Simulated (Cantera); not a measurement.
Input: 1 mol MgO, 6.3 mol O2, 33 mol N2, at 952 °C and 8.20 bar.

Equilibrium computed with Cantera from the NASA thermochemical tables; the gas is ideal and each condensed phase is pure. Candidate condensed phases: Mg, MgO; 13 gas species. Equilibrium is a limit: real reactors are often held back by kinetics, nucleation or transport.

Base state: N2 0.840, O2 0.160, NO 0.000213 (mole fractions); condensed: MgO(s).

What changes in the equilibrium state with this change: MgO replaced by CaCO3?


```csv
species,before,after
N2,0.840,0.819
O2,0.160,0.156
CO2,0,0.0248
NO,0.000213,0.000207
"MgO(s), mol",1.00,0
"CaO(s), mol",0,1.00
```
Further candidate phases: C, Ca, CaCO3, CaO.

What changes in the equilibrium state with this change: temperature from 952 °C to 1225 °C?


```
species        before    after
-----------  --------  -------
N2              0.840    0.839
O2              0.160    0.160
NO           0.000213  0.00109
NO2           8.01e-6  1.47e-5
MgO(s), mol      1.00     1.00
```

What changes in the equilibrium state with this change: temperature from 952 °C to 1527 °C?


| species | before | after |
|---|---|---|
| N2 | 0.840 | 0.838 |
| O2 | 0.160 | 0.158 |
| NO | 0.000213 | 0.00372 |
| O | 5.88e-9 | 1.69e-5 |
| NO2 | 8.01e-6 | 2.33e-5 |
| MgO(s), mol | 1.00 | 1.00 |
